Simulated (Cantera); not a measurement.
Gas mixture: N₂O = 0.72 (molar parts), at 0.0138 atm, frozen composition.

Cantera's kinetic-theory transport with the Lennard-Jones parameters of GRI-Mech 3.0, ideal gas; thermal conductivity in the multicomponent form. The composition is frozen, though it would react at the higher temperatures.

D: mixture-averaged diffusion coefficient of that species in the mixture.

| T (K) | ρ (kg/m³) | cp (J/kg/K) | μ (µPa s) | λ (mW/m/K) | Pr | D (cm²/s) C₂H₂ | D (cm²/s) H₂ | D (cm²/s) H₂O |
|---|---|---|---|---|---|---|---|---|
| 400 | 0.0185 | 970.3 | … | 25.3 | 0.746 | 15.2 | 78.1 | 21.1 |
| 600 | 0.0124 | 1101 | … | 40.4 | 0.744 | 31.9 | 156 | 46.3 |
| 800 | 0.00926 | 1192 | … | 54.7 | 0.742 | 52.9 | 252 | 78.9 |
| 1000 | 0.00741 | 1255 | … | 67.9 | 0.740 | 77.8 | 366 | 118 |
| 1200 | 0.00618 | 1294 | … | 79.8 | 0.738 | 106 | 496 | 163 |
| 1400 | 0.00529 | 1327 | … | 91.0 | 0.736 | 138 | 641 | 213 |

Q: Some entries are withheld; supply them.

A: 
- 400, μ (µPa s): 19.5
- 600, μ (µPa s): 27.3
- 800, μ (µPa s): 34.0
- 1000, μ (µPa s): 40.0
- 1200, μ (µPa s): 45.5
- 1400, μ (µPa s): 50.5
